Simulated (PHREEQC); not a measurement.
0.1 mol of Gypsum (CaSO4:2H2O) is brought to equilibrium with 1 kg of water holding 0.1 mol/kgw NaCl, at 25 °C, the pH being set by adding NaOH or HCl. O2 is buffered at 0.21 atm. The system is closed to CO2. The run lets Gypsum precipitate or redissolve, and no other solid.

Base run: PHREEQC, ion-association model, wateq4f.dat. Each further column changes one thing. The table gives dissolved Ca (mol/kgw).

```csv
pH,base,temperature from 25 to 35 °C
4,0.0220,0.0226
4.8,0.0220,0.0226
5.6,0.0220,0.0225
6.8,0.0220,0.0225
7.6,0.0220,0.0225
8.4,0.0220,0.0225
9.2,0.0220,0.0226
10.4,0.0220,0.0226
11.2,0.0222,0.0229
12,0.0233,0.0245
```
